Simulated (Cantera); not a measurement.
Charge: 1 mol HMDSO, 2 mol N₂O, 0.14 mol H₂, equilibrated at 1700 K.

These are equilibrium values from Cantera (NASA tables, ideal gas, pure condensed phases), not measurements of a reactor. Candidate condensed phases: C, C₆H₆, C₇H₈, C₈H₁₈, H₂O, Si, SiC, SiO₂, Si₂N₂O, Si₃N₄; 151 gas species. The feed counts by its element totals alone. Kinetics and transport are ignored.

Q: Which condensed phases are stable at each of these points (P (Pa)): 5, 26, 140, 710, 3700, 19000, 100000?

A: 
| P (Pa) | condensed phases | Si condensed (%) |
|---|---|---|
| 5 | C(graphite) + SiC(s) | 99.2 |
| 26 | C(graphite) + SiC(s) | 99.4 |
| 140 | C(graphite) + SiC(s) | 99.4 |
| 710 | C(graphite) + SiC(s) | 99.4 |
| 3700 | C(graphite) + SiC(s) | 99.4 |
| 19000 | C(graphite) + SiC(s) | 99.4 |
| 100000 | C(graphite) + Si₂N₂O(s) | 99.9 |

From 0.0375 Torr to 143 Torr the condensed part is C(graphite) + SiC(s). At 750 Torr the condensed part is C(graphite) + Si₂N₂O(s).
